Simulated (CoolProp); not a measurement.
Saturation properties of toluene (Tc = 591.7 K, pc = 4.126 MPa, ω = 0.266).

Values from CoolProp's reference Helmholtz-energy equation of state, Lemmon 2006. It is a short technical equation, of lower accuracy than the large ones.

| T (K) | p (MPa) | enthalpy of vaporisation (kJ/kg) | surface tension (mN/m) | liquid conductivity (mW/(m K)) |
|---|---|---|---|---|
| 383.1 | 0.09948 | 361.1 | 18.0 | 107 |
| 396.6 | 0.1440 | 352.1 | 16.5 | 104 |
| 410.1 | 0.2026 | 342.7 | 15.0 | 101 |
| 423.6 | 0.2782 | 332.7 | 13.6 | 97.7 |
| 437.2 | 0.3744 | 322.2 | 12.2 | 94.7 |
| 450.7 | 0.4930 | 311.1 | 10.8 | 92.0 |
| 464.2 | 0.6378 | 299.1 | 9.51 | 89.4 |
| 477.7 | 0.8126 | 286.3 | 8.23 | 86.9 |
| 491.2 | 1.021 | 272.4 | 7.00 | 84.7 |
| 504.7 | 1.267 | 257.0 | 5.81 | 82.7 |
| 518.2 | 1.555 | 240.0 | 4.67 | 80.8 |
| 531.7 | 1.889 | 220.8 | 3.60 | 79.2 |

It boils at 383.7 K under 1 atm.

Thermal conductivity comes from a separate model (Assael 2012). Surface tension comes from a separate correlation (Mulero 2012).
